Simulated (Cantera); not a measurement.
## Premixed flame

A freely propagating, adiabatic, planar premixed flame of CH4 : C2H6 : O2 : N2 = 1 : 0.039 : 2.18 : 8.2 (molar parts), unburnt at 598 K and 0.132 atm; mixture-averaged transport, grid criteria slope 0.08 and curve 0.16, no radiation.

Detailed kinetics in Cantera: GRI-Mech 3.0 (53 species, 325 reactions). Burning velocities carry a grid error of a few per cent, more on coarse grids.

```json
[
 {"z (mm)": "-5.87", "T (K)": "598", "u (m/s)": "1.82", "x CH4": "0.0875", "x C2H6": "0.00341", "x O2": "0.191", "x H": "<1e-8", "x NO": "<1e-8", "x H2": "0.000643"},
 {"z (mm)": "-3.91", "T (K)": "599", "u (m/s)": "1.82", "x CH4": "0.0873", "x C2H6": "0.00341", "x O2": "0.190", "x H": "3.03e-7", "x NO": "<1e-8", "x H2": "0.00232"},
 {"z (mm)": "-2.94", "T (K)": "602", "u (m/s)": "1.84", "x CH4": "0.0869", "x C2H6": "0.00340", "x O2": "0.190", "x H": "3.00e-6", "x NO": "<1e-8", "x H2": "0.00479"},
 {"z (mm)": "-1.96", "T (K)": "641", "u (m/s)": "1.97", "x CH4": "0.0841", "x C2H6": "0.00337", "x O2": "0.187", "x H": "4.10e-5", "x NO": "5.55e-8", "x H2": "0.0104"},
 {"z (mm)": "-0.979", "T (K)": "950", "u (m/s)": "2.97", "x CH4": "0.0644", "x C2H6": "0.00320", "x O2": "0.162", "x H": "0.000574", "x NO": "7.33e-7", "x H2": "0.0216"},
 {"z (mm)": "-0.489", "T (K)": "1332", "u (m/s)": "4.22", "x CH4": "0.0369", "x C2H6": "0.00157", "x O2": "0.124", "x H": "0.00204", "x NO": "2.13e-6", "x H2": "0.0275"},
 {"z (mm)": "0", "T (K)": "1703", "u (m/s)": "5.46", "x CH4": "0.0102", "x C2H6": "0.000114", "x O2": "0.0771", "x H": "0.00591", "x NO": "5.06e-6", "x H2": "0.0282"},
 {"z (mm)": "0.489", "T (K)": "1862", "u (m/s)": "5.99", "x CH4": "0.00114", "x C2H6": "7.98e-7", "x O2": "0.0475", "x H": "0.0107", "x NO": "8.98e-6", "x H2": "0.0226"},
 {"z (mm)": "0.979", "T (K)": "1895", "u (m/s)": "6.09", "x CH4": "6.83e-5", "x C2H6": "<1e-8", "x O2": "0.0355", "x H": "0.0137", "x NO": "1.17e-5", "x H2": "0.0186"},
 {"z (mm)": "1.96", "T (K)": "1916", "u (m/s)": "6.13", "x CH4": "2.22e-7", "x C2H6": "<1e-8", "x O2": "0.0292", "x H": "0.0159", "x NO": "1.39e-5", "x H2": "0.0176"},
 {"z (mm)": "3.91", "T (K)": "1937", "u (m/s)": "6.17", "x CH4": "<1e-8", "x C2H6": "<1e-8", "x O2": "0.0268", "x H": "0.0162", "x NO": "1.62e-5", "x H2": "0.0182"},
 {"z (mm)": "7.83", "T (K)": "1966", "u (m/s)": "6.25", "x CH4": "<1e-8", "x C2H6": "<1e-8", "x O2": "0.0257", "x H": "0.0150", "x NO": "2.03e-5", "x H2": "0.0178"},
 {"z (mm)": "15.7", "T (K)": "2011", "u (m/s)": "6.37", "x CH4": "<1e-8", "x C2H6": "<1e-8", "x O2": "0.0245", "x H": "0.0126", "x NO": "2.88e-5", "x H2": "0.0167"}
]
```
x: mole fraction of selected species; z is measured from the peak of heat release.

```yaml
laminar_burning_velocity: 182 cm/s
thermal_thickness: 1.96 mm
peak x(H): 0.0163
peak x(H2): 0.0290
grid_points: 154
```
